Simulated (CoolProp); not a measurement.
R1233zd(E) at several states: density (kg/m³) from the reference equation and from simpler models built on Tc = 438.9 K, pc = 35.83 bar, ω = 0.304; each cubic takes its own stable root.

Computed with CoolProp (reference Helmholtz-energy equation of state, Akasaka 2022).

```
T (K)  p (bar)   phase  reference  Redlich-Kwong  Peng-Robinson
-----  -------  ------  ---------  -------------  -------------
236.1       24  liquid       1406           1224           1417
373       11.3  liquid       1051          59.57           1034
212.9     30.2  liquid       1455           1265           1454
299.2    0.113     gas     0.5952         0.5946         0.5950
176.9    0.456  liquid       1524           1316           1501
293.8     3.66  liquid       1274           1095           1295
```

At some of these states Redlich-Kwong gives the other phase, because its saturation line lies elsewhere.
